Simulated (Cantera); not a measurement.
Input: 1 mol SiH4, 270 mol H2, at 2548 K and 210 Torr.

Method: chemical equilibrium by Gibbs-energy minimisation in Cantera with the NASA 1993 tables (ideal gas, pure condensed phases). Candidate condensed phases: Si; 9 gas species. Gases not in the tables: Si2H6 and higher silanes. Rates play no part.

Base state: H2 0.940, H 0.0567, Si 0.00302, SiH 0.000380, SiH2 0.000142, Si2 1.08e-5 (mole fractions); condensed: gas only.

**Question.** What changes in the equilibrium state with this change: temperature from 2548 K to 1573.15 K?

**Answer.** 
| species | before | after |
|---|---|---|
| H2 | 0.940 | 1.000 |
| H | 0.0567 | 7.70e-5 |
| SiH2 | 0.000142 | 3.68e-6 |
| Si | 0.00302 | 1.97e-7 |
| Si2 | 1.08e-5 | <1e-9 |
| SiH | 0.000380 | 2.51e-7 |
| Si(s), mol | 0 | 0.999 |
